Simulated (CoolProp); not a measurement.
Vapour-liquid equilibrium of R152A (1) + n-pentane (2) at 24.95 °C; x and y are mole fractions of (1).

Model: multi-fluid Helmholtz-energy mixture model, Outcalt 1996 and Thol 2019; pair parameters Bell 2016, in CoolProp.

```csv
x,bubble pressure (MPa),y at the bubble point,dew pressure at overall composition x (MPa),liquid density (mol/L)
0.05,0.1572,0.570,0.07182,8.758
0.2,0.3337,0.809,0.08527,9.232
0.35,0.4219,0.858,0.1048,9.764
0.5,0.4688,0.881,0.1356,10.38
0.65,0.5028,0.899,0.1916,11.11
0.8,0.5386,0.925,0.3213,12.01
0.95,0.5809,0.974,0.5630,13.16
```

No azeotrope shows between x = 0.05 and 0.95.

Pair parameters are fitted to limited data, so mixtures are less certain than the pure fluids. With so large a gap from Raoult's law the liquid may split in two, which this calculation doesn't test in full.
